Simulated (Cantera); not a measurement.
**c-C4F8 + HCl (fluorocarbon and chlorocarbon gases)**

Charge: 1 mol c-C4F8, 0.014 mol HCl, held at 100 Torr.

Equilibrium computed with Cantera from the NASA thermochemical tables; the gas is ideal and each condensed phase is pure. Candidate condensed phases: C, C6H6, C7H8, C8H18; 135 gas species. Ions and electrons are included (thermal ionisation). The feed counts by its element totals alone. The tables' values for C2F4 are old estimates; treat these amounts as uncertain. Gases not in the tables: C2F6 and larger saturated fluorocarbons. Equilibrium is a limit: real reactors are often held back by kinetics, nucleation or transport.

| T (K) | log p CF4 | log p F | log p CF2 | log p C | log p CF | log p C3 | log p C2 | log p CF3 | n C(graphite) |
|---|---|---|---|---|---|---|---|---|---|
| 2000 | -0.90 | -3.17 | -2.40 | -10.52 | -5.51 | -10.56 | -11.63 | -3.21 | 1.97 |
| 2500 | -1.37 | -1.63 | -1.21 | -6.78 | -3.12 | -6.30 | -7.34 | -2.40 | 1.36 |
| 3000 | -3.61 | -1.09 | -1.39 | -4.30 | -2.02 | -3.51 | -4.50 | -3.31 | 1.63 |
| 3500 | -6.66 | -1.02 | -2.34 | -2.68 | -1.73 | -1.99 | -2.79 | -5.09 | 0 |
| 4000 | -9.53 | -1.01 | -3.55 | -1.89 | -1.98 | -2.14 | -2.36 | -6.97 | 0 |
| 4500 | -12.11 | -1.04 | -4.77 | -1.49 | -2.41 | -2.87 | -2.44 | -8.74 | 0 |
| 5000 | <-12 | -1.05 | -5.95 | -1.38 | -2.97 | -4.11 | -2.94 | -10.35 | 0 |
log p: log10 of the partial pressure in bar; n: condensed amount in mol.

From 2000 K to 3000 K the condensed part is C(graphite). From 3500 K to 5000 K nothing is condensed. The main C-bearing gas is CF4 at 2000 K and C at 5000 K.
